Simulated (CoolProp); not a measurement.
Sulfur dioxide along the isotherm 185.25 °C: density (kg/m³) from the reference equation and from simpler models built on Tc = 157.5 °C, pc = 7.887 MPa, ω = 0.256; each cubic takes its own stable root.

Values from CoolProp's reference Helmholtz-energy equation of state, Gao 2016.

```csv
p (MPa),phase,reference,van der Waals,Redlich-Kwong,Soave-Redlich-Kwong
1.31,gas,23.12,23.03,23.14,23.10
2.63,gas,49.06,48.67,49.14,48.95
3.94,gas,78.23,77.34,78.45,77.89
5.26,gas,112.4,110.9,112.9,111.5
6.57,gas,153.2,151.3,154.3,151.3
7.89,supercritical,205.5,205.5,208.0,201.2
9.2,supercritical,277.2,293.3,284.5,267.3
10.5,supercritical,388.1,436.2,403.8,359.7
11.8,supercritical,542.6,506.9,519.3,465.5
```
